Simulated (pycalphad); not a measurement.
## Effect of B content in Hf-B

Source of the numbers: pycalphad with the COST 507 light-alloy database (1999); pressure 1 atm. The database dates from 1999; later assessments differ in places, in temperatures and in the compounds included. Phase fractions are per mole of atoms.

| alloy | liquidus (°C) | first solid | solidus (°C) | phases at 1027 °C |
|---|---|---|---|---|
| Hf-0.2452B (wt.%) | 2162 | bcc | 1881 | hcp 0.92, BM 0.08 |
| Hf-0.3311B (wt.%) | 2137 | bcc | 1881 | hcp 0.90, BM 0.10 |
| Hf-1.107B (wt.%) | 1900 | BM | 1881 | hcp 0.69, BM 0.31 |
| Hf-1.566B (wt.%) | 2068 | BM | 1881 | hcp 0.59, BM 0.41 |

Database names, with the compositions (at.%) that they take in these runs: BM: Hf 50 B 50.
